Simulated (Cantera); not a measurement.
A perfectly stirred reactor is fed with CH4 : O2 : N2 = 1 : 2.08 : 7.83 (molar parts), at 2.90 bar; it is adiabatic with a 573 K inlet, and is followed from long to short residence time, starting on the burning branch (τ in s: 0.095, 0.039, 0.016, 0.0065, 0.0026, 0.0011, 0.00044, 0.00018, 7.3e-05).

Cantera simulation using GRI-Mech 3.0 (53 species, 325 reactions); the numbers are that mechanism's predictions, not measurements.

**Question.** Predict: blow-out, bracketed by the residence times tried; x(CH4) at τ = 95.0 ms; x(O2) at τ = 95.0 ms; x(HCN) at τ = 95.0 ms; x(CO) at τ = 95.0 ms; x(CH4) at τ = 2.60 ms; x(O2) at τ = 2.60 ms; x(HCN) at τ = 2.60 ms; x(CO) at τ = 2.60 ms.

**Answer.** 
```json
{
 "blow_out_bracketed_by_the_residence_times_tried": "burning at 73.0 µs, the shortest tried",
 "x(CH4) at τ = 95.0 ms": "1.06e-6",
 "x(O2) at τ = 95.0 ms": "0.0104",
 "x(HCN) at τ = 95.0 ms": "1.95e-7",
 "x(CO) at τ = 95.0 ms": "0.00854",
 "x(CH4) at τ = 2.60 ms": "2.55e-5",
 "x(O2) at τ = 2.60 ms": "0.0141",
 "x(HCN) at τ = 2.60 ms": "1.03e-6",
 "x(CO) at τ = 2.60 ms": "0.0126"
}
```
